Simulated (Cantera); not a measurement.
Input: 1 mol V, 2.8 mol N₂O, 150 mol H₂, equilibrated at 110 Pa.

Method: chemical equilibrium by Gibbs-energy minimisation in Cantera with the NASA 1993 tables (ideal gas, pure condensed phases). Candidate condensed phases: H₂O, V, VN, VO, V₂O₃, V₂O₄, V₂O₅; 28 gas species. Rates play no part.

Problem. At 2548 K, list the 7 most abundant gas species with their mole fractions, and the condensed phases.

Solution. H 0.584, H₂ 0.392, N₂ 0.0128, H₂O 0.00440, VO 0.00241, VO₂ 0.00159, OH 0.00143. Condensed: gas only.
